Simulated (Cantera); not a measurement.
A closed system holds: 1 mol n-butane, 0.0088 mol O₂, 7.3 mol H₂, 0.042 mol CO₂, held at 1323.15 K and 1 atm.

These are equilibrium values from Cantera (NASA tables, ideal gas, pure condensed phases), not measurements of a reactor. Candidate condensed phases: C, C₆H₆, C₇H₈, C₈H₁₈, H₂O; 110 gas species. Rates play no part.

Task: What is the equilibrium state?

Result: 
```
Property           Result
--------------  ---------
x(H₂)               0.985
x(CO)             0.00819
x(CH₄)            0.00668
x(H₂O)            5.98e-5
x(C₂H₄)           1.73e-6
x(H)              1.57e-6
n(C(graphite))   3.86 mol
gas amount      12.32 mol
```
